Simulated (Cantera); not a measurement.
Cantera run:

```python
import numpy as np
import cantera as ct

gas_names = """
    C CH CH2 CH3 CH2OH CH3O CH4 CH3OH CO CO2 COOH C2 C2H CHCO,ketyl C2H2,acetylene C2H2,vinylidene
    CH2CO,ketene C2H3,vinyl CH3CO,acetyl C2H4 C2H4O,ethylen CH3CHO,ethanal CH3COOH (HCOOH)2 C2H5 C2H6
    CH3OCH3 C2H5OH C2O C3 C3H3,propargyl C3H4,allene C3H4,propyne C3H4,cyclo- C3H5,allyl C3H6,propylene
    C3H6,cyclo- C3H6O C3H7,n-propyl C3H7,i-propyl C3H8 C3H8O,1propanol C3H8O,2propanol C3O2 C4 C4H2
    C4H4,1,3-cyclo- C4H6,butadiene C4H6,2-butyne C4H6,cyclo- C4H8,1-butene C4H8,cis2-buten
    C4H8,tr2-butene C4H8,isobutene C4H8,cyclo- (CH3COOH)2 C4H9,n-butyl C4H9,i-butyl C4H9,s-butyl
    C4H9,t-butyl C4H10,isobutane C4H10,n-butane C5 C5H6,1,3cyclo- C5H8,cyclo- C5H10,1-pentene
    C5H10,cyclo- C5H11,pentyl C5H11,t-pentyl C5H12,n-pentane C5H12,i-pentane CH3C(CH3)2CH3 C6H2
    C6H5,phenyl C6H5O,phenoxy C6H6 C6H5OH,phenol C6H10,cyclo- C6H12,1-hexene C6H12,cyclo- C6H13,n-hexyl
    C7H7,benzyl C7H8 C7H8O,cresol C7H14,1-heptene C7H15,n-heptyl C7H16,n-heptane C8H8,styrene
    C8H10,ethylbenz C8H16,1-octene C8H17,n-octyl C8H18,isooctane C8H18,n-octane C9H19,n-nonyl
    C10H8,naphthale C10H21,n-decyl C12H9,o-bipheny C12H10,bipheny H HCO HO2 H2 HCHO,formaldehy HCOOH H2O
    H2O2 O OH O2 O3 Ta TaO TaO2
""".split()
cond_names = """
    C(gr) C6H6(L) C7H8(L) C8H18(L),n-octa H2O(s) H2O(L) Ta(cr) Ta(L) TaC(s) TaC(L) Ta2O5(s) Ta2O5(L)
""".split()


def load(file, names, dense=False):
    # The tables refer to 1 bar. Condensed volumes are neglected.
    table = {s.name: s for s in ct.Species.list_from_file(file)}
    out = []
    for n in names:
        d = dict(table[n].input_data)
        d["thermo"] = dict(d["thermo"], **{"reference-pressure": 1e5})
        if dense:
            d["equation-of-state"] = {"model": "constant-volume", "density": "1e6 g/cm^3"}
        out.append(ct.Species.from_dict(d))
    return out


gas = ct.Solution(thermo="ideal-gas", species=load("nasa_gas.yaml", gas_names))
cond = {s.name: ct.Solution(thermo="fixed-stoichiometry", species=[s], name=s.name)
        for s in load("nasa_condensed.yaml", cond_names, dense=True)}
atoms = {
    'Ta': {'Ta': 1},
    'CO2': {'C': 1, 'O': 2},
    'H2': {'H': 2},
}
top_T = {'C(gr)': 4500}  # K; cautious upper limits of use, not melting points


def equilibrate(T, P, feed):
    n = {}
    for name, mol in feed.items():
        for a, k in atoms[name].items():
            n[a] = n.get(a, 0.0) + k * mol
    gas.TPX = T, P, n
    mass = sum(n.values()) * gas.mean_molecular_weight
    gas.equilibrate("TP")
    valid = [c for c in cond.values() if c.min_temp <= T <= top_T.get(c.name, c.max_temp)]
    mix = ct.Mixture([(gas, mass / gas.mean_molecular_weight)] + [(c, 0.0) for c in valid])
    mix.T, mix.P = T, P
    mix.equilibrate("TP", solver="vcs", rtol=1e-11, max_steps=5000)
    return mix


results = []
T = 1800  # K
P = 10000  # Pa
for m in [0.26, 0.38, 0.55, 0.8, 1.2, 1.7, 2.4, 3.5]:
    feed = {'Ta': 1, 'CO2': m, 'H2': 29}  # mol
    mix = equilibrate(T, P, feed)
    results.append((T, P, feed, dict(zip(mix.species_names, mix.species_moles))))

top = {s: max(r[3][s] / sum(r[3][g] for g in gas_names) for r in results) for s in gas_names}
cols = sorted((s for s in top if top[s] > 1e-06), key=lambda s: -top[s])[:5]
seen = [c for c in cond_names if any(r[3].get(c, 0) > 1e-12 for r in results)]
print("log10 of partial pressures in bar; condensed amounts in mol")
print(f"{'n(CO2)':>10s}" + "".join(f"{s[:9]:>10s}" for s in cols + seen))
for T, P, feed, n in results:
    ng = sum(n[g] for g in gas_names)
    print(f"{feed['CO2']:10.4g}" + "".join(f"{np.log10(max(n[s] / ng * P / 1e5, 1e-99)):10.3f}" for s in cols)
          + "".join(f"{n.get(c, 0):10.4g}" for c in seen))
```

It prints:

```
log10 of partial pressures in bar; condensed amounts in mol
    n(CO2)        H2        CO       H2O         H       CO2    Ta(cr)    TaC(s)  Ta2O5(s)
      0.26    -1.002    -3.687    -4.164    -3.947    -7.431    0.6237    0.2002   0.08805
      0.38    -1.002    -3.687    -4.164    -3.947    -7.431    0.4077    0.3202    0.1361
      0.55    -1.002    -3.687    -4.164    -3.947    -7.431    0.1017    0.4902    0.2041
       0.8    -1.006    -2.983    -3.966    -3.949    -6.526         0    0.4948    0.2526
       1.2    -1.013    -2.563    -3.854    -3.953    -5.986         0    0.3834    0.3083
       1.7    -1.023    -2.321    -3.794    -3.957    -5.674         0    0.2427    0.3786
       2.4    -1.035    -2.125    -3.751    -3.964    -5.422         0   0.04482    0.4776
       3.5    -1.065    -1.972    -2.526    -3.978    -4.015         0         0       0.5
```

These are equilibrium values from Cantera (NASA tables, ideal gas, pure condensed phases), not measurements of a reactor. Mutual solubility and eutectic melting of coexisting phases are not modelled. TaC: taken at fixed stoichiometry. Condensed phases not in the tables: Ta2C, N, O or C dissolved in the metal.
